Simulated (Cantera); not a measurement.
Cantera with NASA thermochemical tables; ideal gases at 1 bar, condensed phases pure. Values are per mole of reaction as written; species without (g) are pure solids or liquids, kept so even where they would boil at 1 bar.

CaS + O₂(g) → SO₂(g) + Ca(g)

```json
[
 {"T (K)": "300", "ΔH° (kJ)": "354.2", "ΔS° (J/K)": "141.2", "ΔG° (kJ)": "311.8", "log10 K": "-54.29"},
 {"T (K)": "650", "ΔH° (kJ)": "?", "ΔS° (J/K)": "?", "ΔG° (kJ)": "?", "log10 K": "?"},
 {"T (K)": "850", "ΔH° (kJ)": "?", "ΔS° (J/K)": "?", "ΔG° (kJ)": "?", "log10 K": "?"},
 {"T (K)": "1050", "ΔH° (kJ)": "343.6", "ΔS° (J/K)": "123.3", "ΔG° (kJ)": "214.1", "log10 K": "-10.65"},
 {"T (K)": "1250", "ΔH° (kJ)": "340.8", "ΔS° (J/K)": "120.9", "ΔG° (kJ)": "189.7", "log10 K": "-7.93"},
 {"T (K)": "1450", "ΔH° (kJ)": "337.9", "ΔS° (J/K)": "118.8", "ΔG° (kJ)": "165.7", "log10 K": "-5.97"}
]
```

Problem. Complete the blanks.

Solution. 
- 650, ΔH° (kJ): 349.1
- 650, ΔS° (J/K): 129.8
- 650, ΔG° (kJ): 264.7
- 650, log10 K: -21.27
- 850, ΔH° (kJ): 346.3
- 850, ΔS° (J/K): 126.2
- 850, ΔG° (kJ): 239.1
- 850, log10 K: -14.69
